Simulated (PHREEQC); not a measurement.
Consider water at 43 °C with 7.8 mmol/kgw TMAH, 0.099 mmol/kgw H3BO3 and 1 mmol/kgw H2SO4. Closed to the air; pH follows from the charge balance.

Model: ion-association model, phreeqc.dat, run in PHREEQC.

This is a speciation only: nothing precipitates in the calculation.

Problem. Estimate the pH.

Solution. pH 11.16.

(CH3)4N+ isn't in the database: it is added as a free cation with an ion size of 4 Å. At this temperature some constants are extrapolated from 25 °C, and those without enthalpy data are left unchanged.
